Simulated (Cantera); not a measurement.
Predominance diagram of Pb at 1252 °C against the partial pressures of S2 and F2 (log10, bar). Source: NASA polynomial tables (part measured, part estimated), evaluated in Cantera. Candidates: Pb(l), PbF2(l), PbS(l). Only these pure phases compete in this equilibrium. 

**Question.** Which phase is stable at these pairs, and which metal-bearing vapour leads over it? (-1.6, -17); (-11, -17); (-2.8, -15.3); (-7.7, -17); (-3.3, -17); (-1.1, -15.3); (-10.4, -15.3)

**Answer.** 
```json
[
 {"log p(S2)": "-1.6", "log p(F2)": "-17", "phase": "PbS(l)", "chief vapour": "PbS", "log p (bar)": "-0.3"},
 {"log p(S2)": "-11", "log p(F2)": "-17", "phase": "Pb(l)", "chief vapour": "PbF2", "log p (bar)": "-1.4"},
 {"log p(S2)": "-2.8", "log p(F2)": "-15.3", "phase": "PbF2(l)", "chief vapour": "PbF4", "log p (bar)": "-0.1"},
 {"log p(S2)": "-7.7", "log p(F2)": "-17", "phase": "Pb(l)", "chief vapour": "PbF2", "log p (bar)": "-1.4"},
 {"log p(S2)": "-3.3", "log p(F2)": "-17", "phase": "Pb(l)", "chief vapour": "PbS", "log p (bar)": "-0.9"},
 {"log p(S2)": "-1.1", "log p(F2)": "-15.3", "phase": "PbF2(l)", "chief vapour": "PbF4", "log p (bar)": "-0.1"},
 {"log p(S2)": "-10.4", "log p(F2)": "-15.3", "phase": "PbF2(l)", "chief vapour": "PbF4", "log p (bar)": "-0.1"}
]
```
